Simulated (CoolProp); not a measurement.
Properties of tetradecamethylhexasiloxane (MD4M) at several states.

Values from CoolProp's reference Helmholtz-energy equation of state, Thol 2019.

```json
[
 {"T (°C)": "125.45", "p (kPa)": "149", "phase": "liquid", "cv (kJ/(kg K))": "(withheld)", "isothermal compressibility (1/MPa)": "(withheld)"},
 {"T (°C)": "138.75", "p (kPa)": "49", "phase": "liquid", "cv (kJ/(kg K))": "(withheld)", "isothermal compressibility (1/MPa)": "(withheld)"},
 {"T (°C)": "278.75", "p (kPa)": "344", "phase": "liquid", "cv (kJ/(kg K))": "(withheld)", "isothermal compressibility (1/MPa)": "(withheld)"}
]
```

### Question
What belongs in the gaps?

### Answer

- 125.45, cv (kJ/(kg K)): 1.684
- 125.45, isothermal compressibility (1/MPa): 0.003265
- 138.75, cv (kJ/(kg K)): 1.713
- 138.75, isothermal compressibility (1/MPa): 0.003691
- 278.75, cv (kJ/(kg K)): 1.992
- 278.75, isothermal compressibility (1/MPa): 0.01978
